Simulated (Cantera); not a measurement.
A closed system holds: 1 mol C2F6, 0.23 mol H2, held at 2775 °C and 0.00670 bar.

Cantera equilibrium calculation (NASA polynomials, part measured and part estimated; ideal gas, pure solids and liquids). Candidate condensed phases: C, C6H6, C7H8, C8H18; 95 gas species. The feed counts by its element totals alone. Equilibrium is a limit: real reactors are often held back by kinetics, nucleation or transport.

Base state: F 0.747, CF 0.0873, HF 0.0686, C3 0.0593, CF2 0.0164, C 0.0109, C2 0.00664, H 0.00308 (mole fractions); condensed: gas only.

Problem. What changes in the equilibrium state with this change: temperature from 2775 °C to 2652 °C?

Solution. 
```tsv
species	before	after
F	0.747	0.783
CF	0.0873	0.0772
HF	0.0686	0.0761
C3	0.0593	0.0205
CF2	0.0164	0.0362
C	0.0109	0.00364
CF3	9.73e-6	4.14e-5
C4	0.000210	5.56e-5
C2H	3.40e-5	9.30e-6
C5	0.00105	0.000297
C(graphite), mol	0	0.903
```
